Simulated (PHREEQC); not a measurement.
Consider water at 25 °C with 0.02 mol HBr, 0.004 mol NiCl2 and 0.045 mol MnSO4 per kg of water. Closed to the air; pH follows from the charge balance.

Model: ion-association model, wateq4f.dat, run in PHREEQC.

Precipitation was switched off in this run.

Problem. Order these S species by the share of S that they hold, largest first: HSO4-, MnSO4, NiSO4, SO4-2.

Solution. SO4-2 (47 %), MnSO4 (31 %), HSO4- (19 %), NiSO4 (2.8 %)

Problem. Order these Mn species by the share of Mn that they hold, largest first: Mn+2, MnSO4, MnCl+.

Solution. Mn+2 (68 %), MnSO4 (31 %), MnCl+ (0.76 %)

The pH is 2.03 and the ionic strength 0.133 mol/kgw.
